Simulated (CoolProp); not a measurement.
Vapour-liquid equilibrium of propylene (1) + R22 (2) at 7.77 bar; x and y are mole fractions of (1).

Values from CoolProp's multi-fluid Helmholtz-energy mixture model, Lemmon 2013 and Kamei 1995; pair parameters Bell 2016.

Question: Give the bubble temperature and the first vapour's composition at x = 0.05, 0.5, 0.65. Is there an azeotrope?

Answer: x = 0.05: 13.6 °C, y = 0.069; x = 0.5: 9.4 °C, y = 0.528; x = 0.65: 9.0 °C, y = 0.658. y crosses x between x = 0.65 and 0.8: the model has an azeotrope there.

Pair parameters are fitted to limited data, so mixtures are less certain than the pure fluids.
